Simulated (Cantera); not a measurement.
Formation from one mole of O2

Standard-state values (1 bar) from the NASA 1993 polynomials, evaluated with Cantera. Values are per mole of reaction as written; species without (g) are pure solids or liquids, kept so even where they would boil at 1 bar.

Zr + O2(g) = ZrO2(g)

```csv
T (K),ΔH° (kJ),ΔS° (J/K),ΔG° (kJ),log10 K,condensed phases
300,-286.2,29.7,-295.1,51.38,Zr(α)
1000,-291.2,21.3,-312.5,16.32,Zr(α)
1075,-292.0,20.5,-314.0,15.26,Zr(α)
1150,-296.7,16.3,-315.5,14.33,Zr(β)
1225,-297.3,15.8,-316.7,13.50,Zr(β)
1300,-297.9,15.4,-317.9,12.77,Zr(β)
1375,-298.5,14.9,-319.0,12.12,Zr(β)
1450,-299.1,14.5,-320.1,11.53,Zr(β)
1525,-299.8,14.0,-321.2,11.00,Zr(β)
1600,-300.5,13.6,-322.2,10.52,Zr(β)
1675,-301.3,13.1,-323.2,10.08,Zr(β)
1750,-302.1,12.6,-324.2,9.68,Zr(β)
```

Nb + O2(g) = NbO2

| T (K) | ΔH° (kJ) | ΔS° (J/K) | ΔG° (kJ) | log10 K |
|---|---|---|---|---|
| 300 | -794.9 | -187.1 | -738.8 | 128.64 |
| 1000 | -784.7 | -171.7 | -613.0 | 32.02 |
| 1075 | -782.7 | -169.8 | -600.2 | 29.16 |
| 1150 | -777.2 | -164.7 | -587.7 | 26.69 |
| 1225 | -775.3 | -163.1 | -575.4 | 24.54 |
| 1300 | -773.9 | -162.0 | -563.2 | 22.63 |
| 1375 | -772.5 | -161.0 | -551.1 | 20.94 |
| 1450 | -771.3 | -160.1 | -539.1 | 19.42 |
| 1525 | -770.0 | -159.3 | -527.1 | 18.05 |
| 1600 | -768.8 | -158.5 | -515.2 | 16.82 |
| 1675 | -767.7 | -157.8 | -503.3 | 15.70 |
| 1750 | -766.6 | -157.2 | -491.5 | 14.67 |

C + O2(g) = CO2(g)

| T (K) | ΔH° (kJ) | ΔS° (J/K) | ΔG° (kJ) | log10 K |
|---|---|---|---|---|
| 300 | -393.5 | 2.9 | -394.4 | 68.67 |
| 1000 | -394.6 | 1.2 | -395.9 | 20.68 |
| 1075 | -394.8 | 1.1 | -395.9 | 19.24 |
| 1150 | -394.9 | 0.9 | -396.0 | 17.99 |
| 1225 | -395.1 | 0.8 | -396.1 | 16.89 |
| 1300 | -395.2 | 0.7 | -396.1 | 15.92 |
| 1375 | -395.4 | 0.6 | -396.2 | 15.05 |
| 1450 | -395.6 | 0.5 | -396.2 | 14.27 |
| 1525 | -395.7 | 0.4 | -396.3 | 13.57 |
| 1600 | -395.9 | 0.2 | -396.3 | 12.94 |
| 1675 | -396.1 | 0.1 | -396.3 | 12.36 |
| 1750 | -396.2 | 0.0 | -396.3 | 11.83 |

0.6667 Cr + O2(g) = 0.6667 CrO3(g)

```
T (K)  ΔH° (kJ)  ΔS° (J/K)  ΔG° (kJ)  log10 K
-----  --------  ---------  --------  -------
300      -195.3      -43.5    -182.2    31.73
1000     -197.4      -47.6    -149.8     7.82
1075     -197.7      -47.9    -146.2     7.10
1150     -198.1      -48.3    -142.6     6.48
1225     -198.5      -48.6    -139.0     5.93
1300     -199.0      -49.0    -135.3     5.44
1375     -199.6      -49.4    -131.6     5.00
1450     -200.2      -49.9    -127.9     4.61
1525     -200.9      -50.4    -124.1     4.25
1600     -201.8      -50.9    -120.3     3.93
1675     -202.7      -51.4    -116.5     3.63
1750     -203.7      -52.0    -112.6     3.36
```
